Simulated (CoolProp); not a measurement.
Vapour-liquid equilibrium of R1234yf (1) + R227EA (2) at 0.163 MPa; x and y are mole fractions of (1).

Model: multi-fluid Helmholtz-energy mixture model, Lemmon 2022 and Lemmon 2016; pair parameters Bell 2016, in CoolProp.

| x | bubble temperature, mixture model (°C) | bubble temperature, Raoult's law (°C) | y, mixture model | y, Raoult's law |
|---|---|---|---|---|
| 0.05 | -5.6 | -5.6 | 0.079 | 0.080 |
| 0.2 | -8.0 | -7.9 | 0.288 | 0.294 |
| 0.35 | -10.2 | -10.1 | 0.466 | 0.475 |
| 0.5 | -12.2 | -12.1 | 0.618 | 0.628 |
| 0.65 | -14.1 | -14.0 | 0.751 | 0.760 |
| 0.8 | -15.8 | -15.8 | 0.867 | 0.873 |
| 0.95 | -17.5 | -17.5 | 0.969 | 0.970 |

The largest gap from Raoult's law is -0.1 K in bubble temperature, at x = 0.2. No azeotrope shows between x = 0.05 and 0.95.

The pair parameters rest on a limited set of measurements; away from them the model extrapolates.
